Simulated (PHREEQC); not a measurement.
## Spent oxide etchant: an equilibrium model

Make-up at 25 °C: 39 mmol/kgw NH4HF2, 25 mmol/kgw (NH4)2SiF6 and 2 mmol/kgw H3BO3. It is in equilibrium with CO2 at log p = 0 (atm). Otherwise closed; pH follows from the charge balance.

Equilibrium calculation in PHREEQC: ion-association model, wateq4f.dat.

No solid was allowed to form.

Q: Predict the pH.

A: pH 3.17.

Q: In which forms is F present?

A: SiF6-2 66 %, F- 15 %, HF 11 %, BF4- 3.5 %, HF2- 3.0 %, H2F2 1.5 % of the F.

Carbamate, which ammonia and carbonate form, is missing from the database. SiF6-2 is the database's only silicon fluoride. Real BF4- forms and hydrolyses slowly; the run takes it at equilibrium.
